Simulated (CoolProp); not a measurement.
Vapour-liquid equilibrium of diethyl ether (1) + ethanol (2) at 183 kPa; x and y are mole fractions of (1).

Values from CoolProp's multi-fluid Helmholtz-energy mixture model, Thol 2014 and Schroeder 2014; pair parameters Bell 2016.

Problem. Give the bubble temperature and the first vapour's composition at x = 0.05, 0.2, 0.8. Is there an azeotrope?

Solution. x = 0.05: 360.8 K, y = 0.241; x = 0.2: 346.6 K, y = 0.614; x = 0.8: 328.7 K, y = 0.917. No azeotrope shows between x = 0.05 and 0.95.

The pair parameters rest on a limited set of measurements; away from them the model extrapolates.
